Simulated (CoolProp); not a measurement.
Aqueous ethylene glycol as a coolant, 55 % by mass, freezing at -43.2 °C, 1 atm.

Computed with CoolProp (Melinder's fits for secondary coolants).

| T (°C) | density (kg/m³) | cp (kJ/(kg K)) | Prandtl number | conductivity (W/(m K)) |
|---|---|---|---|---|
| -12.7 | 1087 | 3.006 | (withheld) | 0.355 |
| -9 | 1085 | 3.029 | 123 | 0.357 |
| -5.3 | 1084 | 3.053 | 102 | 0.359 |
| -1.6 | 1082 | 3.076 | (withheld) | 0.361 |
| 2.1 | 1080 | 3.099 | 72.2 | 0.363 |
| 5.8 | 1079 | 3.122 | 61.7 | (withheld) |
| 9.5 | 1077 | 3.145 | 53.2 | 0.367 |
| 13.3 | 1075 | 3.167 | 46.0 | 0.369 |
| 17 | 1073 | 3.189 | 40.4 | 0.371 |
| 20.7 | 1071 | 3.211 | 35.6 | 0.373 |
| 24.4 | 1069 | 3.232 | 31.7 | 0.375 |
| 28.1 | (withheld) | 3.253 | (withheld) | (withheld) |
| 31.8 | (withheld) | 3.274 | 25.6 | 0.379 |
| 35.5 | 1062 | (withheld) | 23.2 | 0.381 |

Question: Fill in the missing entries.

Answer: 
- -12.7, Prandtl number: 150
- -1.6, Prandtl number: 85.4
- 5.8, conductivity (W/(m K)): 0.365
- 28.1, density (kg/m³): 1066
- 28.1, Prandtl number: 28.4
- 28.1, conductivity (W/(m K)): 0.377
- 31.8, density (kg/m³): 1064
- 35.5, cp (kJ/(kg K)): 3.294
